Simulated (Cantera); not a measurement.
A perfectly stirred reactor is fed with C2H6 : H2 = 1 : 1.2 (molar parts), at 0.210 Torr; it is held at 1775 K, and followed from long to short residence time.

Cantera simulation using GRI-Mech 3.0 (53 species, 325 reactions); the numbers are that mechanism's predictions, not measurements. GRI-Mech 3.0 stops at C3 and has no aromatics, soot or wall deposition, so with more carbon than oxygen in the feed, carbon stays in small species such as C2H2 where larger ones or solid carbon would form. Radical loss at walls, strong at low pressure, is not modelled.

Task: What does this change do: temperature 1775 to 1798 K?

Result: 
| quantity | before | after |
|---|---|---|
| x(C2H6) at τ = 1.60 s | 0.000598 | 0.000509 |
| x(H2) at τ = 1.60 s | 0.690 | 0.695 |
| x(H) at τ = 1.60 s | 0.00504 | 0.00548 |
| x(CH4) at τ = 1.60 s | 0.0794 | 0.0732 |
| x(C2H) at τ = 1.60 s | 1.20e-5 | 1.44e-5 |
| x(C2H6) at τ = 18.0 ms | 0.0462 | 0.0398 |
| x(H2) at τ = 18.0 ms | 0.508 | 0.512 |
| x(H) at τ = 18.0 ms | 0.00623 | 0.00689 |
| x(CH4) at τ = 18.0 ms | 0.209 | 0.207 |
| x(C2H) at τ = 18.0 ms | 6.46e-6 | 8.57e-6 |

Task: What does this change do: C2H6 1 to 0.15 parts?

Result: 
| quantity | before | after |
|---|---|---|
| x(C2H6) at τ = 1.60 s | 0.000598 | 0.000205 |
| x(H2) at τ = 1.60 s | 0.690 | 0.872 |
| x(H) at τ = 1.60 s | 0.00504 | 0.00542 |
| x(CH4) at τ = 1.60 s | 0.0794 | 0.0484 |
| x(C2H) at τ = 1.60 s | 1.20e-5 | 3.26e-6 |
| x(C2H6) at τ = 18.0 ms | 0.0462 | 0.0131 |
| x(H2) at τ = 18.0 ms | 0.508 | 0.826 |
| x(H) at τ = 18.0 ms | 0.00623 | 0.00747 |
| x(CH4) at τ = 18.0 ms | 0.209 | 0.0957 |
| x(C2H) at τ = 18.0 ms | 6.46e-6 | 9.38e-7 |

Task: What does this change do: C2H6 1 to 3.8 parts?

Result: 
```json
[
 {"quantity": "x(C2H6) at τ = 1.60 s", "before": "0.000598", "after": "0.000790"},
 {"quantity": "x(H2) at τ = 1.60 s", "before": "0.690", "after": "0.615"},
 {"quantity": "x(H) at τ = 1.60 s", "before": "0.00504", "after": "0.00484"},
 {"quantity": "x(CH4) at τ = 1.60 s", "before": "0.0794", "after": "0.0859"},
 {"quantity": "x(C2H) at τ = 1.60 s", "before": "1.20e-5", "after": "1.70e-5"},
 {"quantity": "x(C2H6) at τ = 18.0 ms", "before": "0.0462", "after": "0.0670"},
 {"quantity": "x(H2) at τ = 18.0 ms", "before": "0.508", "after": "0.362"},
 {"quantity": "x(H) at τ = 18.0 ms", "before": "0.00623", "after": "0.00547"},
 {"quantity": "x(CH4) at τ = 18.0 ms", "before": "0.209", "after": "0.225"},
 {"quantity": "x(C2H) at τ = 18.0 ms", "before": "6.46e-6", "after": "1.25e-5"}
]
```
